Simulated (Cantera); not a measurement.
**Si + Br2 + N2 (silicon etching in halogen gases)**

A closed system holds: 1 mol Si, a varied amount of Br2, 26 mol N2, held at 17.0 Pa.

Method: chemical equilibrium by Gibbs-energy minimisation in Cantera with the NASA 1993 tables (ideal gas, pure condensed phases). Candidate condensed phases: Br2, Si, Si3N4; 13 gas species. N2 is the only nitrogen source here; it is nearly inert below about 1500 K, so the nitride shown seldom forms there in practice. The tables' values for SiBr3 are old estimates. Rates play no part.

Stable condensed phases:

```
T in °C \ n(Br2) in mol
         1.2 1.6   2 2.6 3.4 4.4 5.7
   1125    A   B   B   B   B   B   B
   1050    A   B   B   B   B   B   B
    975    A   B   B   B   B   B   B
    900    A   A   B   B   B   B   B
    825    A   A   B   B   B   B   B
    750    A   A   A   B   B   B   B
    675    A   A   A   B   B   B   B
    600    A   A   A   B   B   B   B
    525    A   A   B   B   B   B   B
    450    A   A   B   B   B   B   B
    375    A   A   B   B   B   B   B
    300    A   A   B   B   B   B   B
```

A: Si3N4; B: gas only.
